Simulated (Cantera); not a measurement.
A closed system holds: 1 mol SiHCl₃, 0.046 mol CH₄, 1000 mol H₂, held at 75.0 Torr.

Method: chemical equilibrium by Gibbs-energy minimisation in Cantera with the NASA 1993 tables (ideal gas, pure condensed phases). Candidate condensed phases: C, C₆H₆, C₇H₈, C₈H₁₈, Si, SiC; 109 gas species. Mutual solubility and eutectic melting of coexisting phases are not modelled. Gases not in the tables: Si₂H₆ and higher silanes. Rates play no part.

Which condensed phases are stable at each of these points (T (K)): 1225, 1325, 1425, 1525, 1625, 1725, 1825, 1925?


```tsv
T (K)	condensed phases	Si condensed (%)
1225	Si(s) + SiC(s)	97.6
1325	Si(s) + SiC(s)	97.5
1425	Si(s) + SiC(s)	97.3
1525	Si(s) + SiC(s)	96.9
1625	Si(s) + SiC(s)	96.0
1725	Si(l) + SiC(s)	93.6
1825	Si(l) + SiC(s)	87.2
1925	Si(l) + SiC(s)	67.2
```

From 1225 K to 1625 K the condensed part is Si(s) + SiC(s). From 1725 K to 1925 K the condensed part is Si(l) + SiC(s).
